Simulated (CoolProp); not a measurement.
Properties of n-pentane at several states (Tc = 469.7 K, pc = 3.368 MPa, ω = 0.251).

Values from CoolProp's reference Helmholtz-energy equation of state, Thol 2019.

| T (K) | p (MPa) | phase | expansivity (1/kK) | viscosity (µPa s) | fugacity coefficient |
|---|---|---|---|---|---|
| 428.7 | 0.304 | gas | 2.707 | 9.55 | 0.9582 |
| 254.5 | 4.27 | liquid | 1.349 | 296 | 0.002809 |
| 587.1 | 0.335 | gas | 1.805 | 13.1 | 0.9845 |
| 349.8 | 2.49 | liquid | 1.975 | 112 | 0.1353 |
| 297.3 | 0.0644 | gas | 3.749 | 6.67 | 0.9694 |

Viscosity comes from a separate model (Quiñones-Cisneros 2006), older than the equation that it now runs on, and unchecked against measurements.
